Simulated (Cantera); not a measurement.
Cantera run, input and output.

```python
import numpy as np
import cantera as ct

gas = ct.Solution("gri30.yaml")
gas.TPX = 823, 1000000, {'H2': 1.6, 'O2': 0.962, 'N2': 4.04, 'H2O': 0.14}
inlet = ct.Reservoir(gas, clone=True)
gas.equilibrate("HP")  # start burning
reactor = ct.IdealGasConstPressureReactor(gas, energy="on", clone=False)
exhaust = ct.Reservoir(gas, clone=True)
tau = [0.07, 0.026, 0.0096, 0.0035, 0.0013, 0.00048, 0.00018, 6.6e-05, 2.5e-05, 9.1e-06][0]
for a, b in ((inlet, reactor), (reactor, exhaust)):
    ct.MassFlowController(a, b, mdot=lambda t: reactor.mass / tau)
net = ct.ReactorNet([reactor])
show = ['H2', 'O2', 'H2O', 'NO', 'NO2', 'OH', 'H2O2']

rows = []
print(f"{'tau/s':>10s}{'T/K':>9s}" + "".join(f"{s:>11s}" for s in show))
for tau in [0.07, 0.026, 0.0096, 0.0035, 0.0013, 0.00048, 0.00018, 6.6e-05, 2.5e-05, 9.1e-06]:
    net.initial_time = 0.0
    net.advance(30 * tau)
    before = gas.X
    net.advance(40 * tau)
    drift = np.max(np.abs(gas.X - before) / (gas.X + 1e-9))
    rows.append([gas.T, *gas[show].X, drift])
    print(f"{tau:10.3e}{gas.T:9.1f}" + "".join(f"{x:11.3e}" for x in gas[show].X))
```

Result:

```
     tau/s      T/K         H2         O2        H2O         NO        NO2         OH       H2O2
 7.000e-02   2463.9  2.960e-03  2.350e-02  2.850e-01  6.287e-03  6.138e-06  7.110e-03  9.010e-07
 2.600e-02   2464.7  2.977e-03  2.377e-02  2.849e-01  5.736e-03  5.635e-06  7.165e-03  9.089e-07
 9.600e-03   2466.2  3.023e-03  2.432e-02  2.848e-01  4.613e-03  4.594e-06  7.284e-03  9.256e-07
 3.500e-03   2467.7  3.148e-03  2.514e-02  2.845e-01  2.962e-03  3.025e-06  7.499e-03  9.530e-07
 1.300e-03   2466.7  3.469e-03  2.591e-02  2.839e-01  1.528e-03  1.624e-06  7.831e-03  9.882e-07
 4.800e-04   2459.2  4.262e-03  2.651e-02  2.825e-01  7.140e-04  8.111e-07  8.429e-03  1.043e-06
 1.800e-04   2440.0  5.985e-03  2.719e-02  2.796e-01  3.515e-04  4.367e-07  9.537e-03  1.157e-06
 6.600e-05   2400.4  9.333e-03  2.834e-02  2.739e-01  1.838e-04  2.426e-07  1.134e-02  1.391e-06
 2.500e-05   2334.9  1.454e-02  3.029e-02  2.651e-01  1.052e-04  1.363e-07  1.343e-02  1.768e-06
 9.100e-06   2230.7  2.218e-02  3.360e-02  2.520e-01  6.764e-05  8.192e-08  1.523e-02  2.337e-06
```

Detailed kinetics in Cantera: GRI-Mech 3.0 (53 species, 325 reactions). The hydrogen kinetics of GRI-Mech 3.0 are dated; newer H2 mechanisms differ, most at raised pressure.
